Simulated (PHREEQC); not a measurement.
A solution holds 0.04 mol/kgw MnCl2, at 25 °C. Closed to the air; pH follows from the charge balance.

Equilibrium calculation in PHREEQC: ion-association model, wateq4f.dat.

Each row changes one thing in this solution. Precipitation was switched off in this run.

| case | pH | ionic strength (mol/kgw) | Mn+2 (mol/kgw) | MnOH+ (mol/kgw) | SI of Pyrochroite (Mn(OH)2) |
|---|---|---|---|---|---|
| as made | 6.21 | 0.111 | 0.0357 | 7.37e-7 | -4.65 |
| MnCl2 from 0.04 to 0.4 mol/kgw | 5.90 | 0.895 | 0.255 | 1.67e-6 | -4.68 |
| MnCl2 replaced by Mn(NO3)2 at the same molality | 6.19 | 0.119 | 0.0398 | 7.74e-7 | -4.65 |
| 0.0011 mol/kgw Ca(OH)2 added | 9.69 | 0.111 | 0.0338 | 0.00213 | +2.30 |
| MnCl2 from 0.04 to 0.2 mol/kgw | 5.99 | 0.492 | 0.148 | 1.34e-6 | -4.67 |

The ionic strength passes 0.7 mol/kgw, the rough limit of the ion-association models, in MnCl2 from 0.04 to 0.4 mol/kgw. Species that the database lacks are ignored. Some of these states are supersaturated (in Pyrochroite, for instance).
